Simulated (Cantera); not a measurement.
A Cantera script and its output.

```python
import numpy as np
import cantera as ct

gas = ct.Solution("gri30.yaml")
gas.TPX = 1048, 790, {'H2': 0.021, 'O2': 1, 'N2': 1.5}
reactor = ct.IdealGasConstPressureReactor(gas, energy="off", clone=False)
net = ct.ReactorNet([reactor])
net.rtol, net.atol = 1e-08, 1e-18
show = ['H2', 'O2', 'NO', 'NO2', 'H']
times = np.geomspace(2e-06, 2, 13)

steps = ct.SolutionArray(gas, extra=["t"])
rows = []
print(f"{'t/s':>10s}{'T/K':>9s}{'P/Pa':>11s}" + "".join(f"{s:>11s}" for s in show))
for t in times:
    while net.time < t:
        t_next = net.step()
        steps.append(gas.state, t=t_next)
    rows.append([np.interp(t, steps.t, y) for y in (steps.T, steps.P, *steps(*show).X.T)])
    print(f"{t:10.3e}{rows[-1][0]:9.1f}{rows[-1][1]:11.4g}" + "".join(f"{x:11.3e}" for x in rows[-1][2:]))
rate = np.gradient(steps.T, steps.t)
print("integrator steps:", len(steps.t))
if steps.T.max() > steps.T[0] + 200:
    print(f"time of steepest temperature rise: {steps.t[rate.argmax()]:.4e} s")
gas.TPX = 1048, 790, {'H2': 0.021, 'O2': 1, 'N2': 1.5}
gas.equilibrate("TP")
print(f"equilibrium (TP): T = {gas.T:.1f} K  " + "  ".join(f"{s} {gas[s].X[0]:.3e}" for s in show))
```

Result:

```
       t/s      T/K       P/Pa         H2         O2         NO        NO2          H
 2.000e-06   1048.0        790  8.330e-03  3.967e-01  2.857e-31  1.779e-42  1.326e-13
 6.325e-06   1048.0        790  8.330e-03  3.967e-01  1.092e-29  2.521e-40  4.167e-13
 2.000e-05   1048.0        790  8.330e-03  3.967e-01  2.591e-28  1.302e-38  1.296e-12
 6.325e-05   1048.0        790  8.330e-03  3.967e-01  8.564e-27  1.304e-36  3.891e-12
 2.000e-04   1048.0        790  8.330e-03  3.967e-01  2.936e-25  1.600e-34  1.066e-11
 6.325e-04   1048.0        790  8.330e-03  3.967e-01  9.052e-24  2.443e-32  2.521e-11
 2.000e-03   1048.0        790  8.330e-03  3.967e-01  2.246e-22  4.048e-30  7.109e-11
 6.325e-03   1048.0        790  8.330e-03  3.967e-01  8.228e-21  1.087e-27  7.100e-10
 2.000e-02   1048.0        790  8.326e-03  3.967e-01  5.037e-17  1.752e-22  6.049e-07
 6.325e-02   1048.0        790  1.394e-04  3.903e-01  6.218e-09  2.264e-13  1.050e-03
 2.000e-01   1048.0        790  4.736e-05  3.915e-01  2.269e-08  1.260e-12  4.539e-04
 6.325e-01   1048.0        790  1.728e-05  3.932e-01  3.261e-08  3.630e-12  9.861e-05
 2.000e+00   1048.0        790  3.103e-06  3.940e-01  3.433e-08  1.116e-11  7.651e-06
integrator steps: 1090
equilibrium (TP): T = 1048.0 K  H2 5.170e-11  O2 3.941e-01  NO 6.210e-05  NO2 2.947e-07  H 6.291e-13
```

Computed with Cantera and GRI-Mech 3.0 (53 species, 325 reactions). Radical loss at walls, strong at low pressure, is not modelled.
